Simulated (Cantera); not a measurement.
Input: 1 mol MgO, 0.44 mol C, 1.2 mol H2, held at 2948.15 K and 5.33 Torr.

Cantera equilibrium calculation (NASA polynomials, part measured and part estimated; ideal gas, pure solids and liquids). Candidate condensed phases: C, C6H6, C7H8, C8H18, H2O, Mg, MgCO3, MgO, Mg(OH)2; 116 gas species. The tables' values for MgH are old estimates; treat these amounts as uncertain. Kinetics and transport are ignored.

Base state: H 0.425, Mg 0.255, CO 0.111, O 0.0894, H2 0.0712, OH 0.0243, H2O 0.0128, O2 0.00636 (mole fractions); condensed: gas only.

Q: What changes in the equilibrium state with this change: temperature from 2948.15 K to 1950 K?

A: 
```csv
species,before,after
H2,0.0712,0.564
Mg,0.255,0.213
CO,0.111,0.210
H,0.425,0.0102
O,0.0894,6.02e-8
OH,0.0243,4.49e-6
H2O,0.0128,0.00273
O2,0.00636,<1e-9
MgO,0.00204,1.06e-6
CO2,0.00271,0.000230
MgOH,0.000210,4.59e-5
"MgO(s), mol",0,0.554
```

Q: What changes in the equilibrium state with this change: C from 0.44 to 0.0046 mol?

A: 
```json
[
 {"species": "H", "before": "0.425", "after": "0.419"},
 {"species": "Mg", "before": "0.255", "after": "0.264"},
 {"species": "O", "before": "0.0894", "after": "0.158"},
 {"species": "CO", "before": "0.111", "after": "0.00118"},
 {"species": "OH", "before": "0.0243", "after": "0.0424"},
 {"species": "O2", "before": "0.00636", "after": "0.0200"},
 {"species": "H2O", "before": "0.0128", "after": "0.0219"},
 {"species": "H2", "before": "0.0712", "after": "0.0690"},
 {"species": "CO2", "before": "0.00271", "after": "5.14e-5"},
 {"species": "MgO", "before": "0.00204", "after": "0.00374"}
]
```
